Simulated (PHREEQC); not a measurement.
A column of 1 m (40 cells, dispersivity 0.05 m, 720 s a shift, diffusion coefficient 3e-10 m²/s) holds 0.031 eq of the database's cation exchanger X per kg of pore water, first in equilibrium with 29 mmol/kgw KBr, 23 mmol/kgw CaCl2, 35 mmol/kgw LiCl and 0.01 mmol/kgw HCl. It is flushed with 0.048 mol ZnCl2 and 1e-05 mol HCl per kg of water, at 25 °C. Values are for the last cell. No CO2 enters from the air. Precipitation was switched off in this run.

Base run: PHREEQC, ion-association model, phreeqc.dat. Each further column changes one thing. The table gives Zn in solution (mol/kgw).

```tsv
pore volumes	base	exchange capacity from 0.031 to 0.015 eq/kgw	dispersivity from 0.05 to 0.1 m
0	0	0	0
0.2125	1.81e-13	1.05e-11	3.53e-8
0.5125	5.02e-5	0.000238	0.000726
0.8125	0.00347	0.00758	0.00785
1.012	0.0114	0.0188	0.0159
1.212	0.0218	0.0299	0.0240
1.512	0.0348	0.0407	0.0338
1.812	0.0422	0.0455	0.0400
2.013	0.0448	0.0468	0.0426
2.212	0.0463	0.0474	0.0444
2.513	0.0474	0.0478	0.0461
2.812	0.0478	0.0480	0.0470
3.013	0.0479	0.0480	0.0473
```
